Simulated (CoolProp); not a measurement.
The numbers come from the reference Helmholtz-energy equation of state, Guder 2009 in CoolProp.

**Question.** For sulfur hexafluoride, give the phase and the density (kg/m³), cp (kJ/(kg K)), cv (kJ/(kg K)), expansivity (1/kK) at 349.2 K and 0.914 MPa.

**Answer.** 
- 349.2 K and 0.914 MPa: gas; density 49.0, cp 0.766, cv 0.689, expansivity 3.56
